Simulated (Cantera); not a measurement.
An isothermal, constant-pressure homogeneous reactor starts with CH4 : N2 = 1 : 46 (molar parts), at 1773 K and 1.00 bar.

Computed with Cantera and GRI-Mech 3.0 (53 species, 325 reactions). GRI-Mech 3.0 stops at C3 and has no aromatics, soot or wall deposition, so with more carbon than oxygen in the feed, carbon stays in small species such as C2H2 where larger ones or solid carbon would form.

### Question
Predict: x(CH4) at 4.00 s; x(C2H4) at 4.00 s; x(H2) at 4.00 s; x(C2H2) at 4.00 s; x(CH3) at 4.00 s.

### Answer
x(CH4) at 4.00 s: 3.98e-5 (gas-phase equilibrium 1.24e-5)
x(C2H4) at 4.00 s: 9.08e-6 (gas-phase equilibrium 8.89e-7)
x(H2) at 4.00 s: 0.0311 (gas-phase equilibrium 0.0312)
x(C2H2) at 4.00 s: 0.0104 (gas-phase equilibrium 0.00101)
x(CH3) at 4.00 s: 1.30e-6 (gas-phase equilibrium 4.07e-7)
